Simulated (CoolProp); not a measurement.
Vapour pressure (kPa) of neopentane: the reference equation beside estimates from Tc = 433.7 K, pc = 3196 kPa, ω = 0.196. Clausius-Clapeyron is anchored at 309.2 K with a constant enthalpy of vaporisation of 21.22 kJ/mol.

Computed with CoolProp (reference Helmholtz-energy equation of state, Lemmon 2006). It is a short technical equation, of lower accuracy than the large ones.

```
T (K)  reference  Clausius-Clapeyron  Redlich-Kwong
-----  ---------  ------------------  -------------
303.6      203.4               206.7          279.3
309.2      240.6               240.6          325.3
314.8      282.8               278.7          376.5
320.4      330.4               321.1          433.2
326        383.7               368.2          495.6
331.6      443.1               420.2          564.1
337.2      509.1               477.5          639.0
342.8      582.1                 [?]          720.5
348.4      662.5               609.0          809.0
354        750.8               683.8          904.7
359.6      847.4               765.1           1008
365.2      952.9               853.0           1119
370.8       1068               947.9           1238
376.4       1192                1050           1365
382          [?]                1160            [?]
```

Task: What belongs in the gaps?

Result: 
- 342.8, Clausius-Clapeyron: 540.3
- 382, reference: 1327
- 382, Redlich-Kwong: 1500

Absolute difference from the reference over all 15 rows, mean and median: Clausius-Clapeyron 6.8 and 7.2 %, Redlich-Kwong 24.3 and 23.8 %.
